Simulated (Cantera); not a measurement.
Gas mixture: 27.2 % CO, 72.8 % CH4, at 22000 Pa, frozen composition.

Cantera's kinetic-theory transport with the Lennard-Jones parameters of GRI-Mech 3.0, ideal gas; thermal conductivity in the multicomponent form. The composition is frozen, though it would react at the higher temperatures.

One state of this run: ρ (kg/m³) = 0.0309; cp (J/kg/K) = 4047; μ (µPa s) = 44.0; λ (mW/m/K) = 249; Pr = 0.716; D (cm²/s) O = 27.3; D (cm²/s) OH = 26.9; D (cm²/s) H2O = 23.4. D: mixture-averaged diffusion coefficient of that species in the mixture.

Task: Which value of T (K) does it belong to?
A. 1150
B. 1650
C. 400
D. 1400

Result: B, 1650
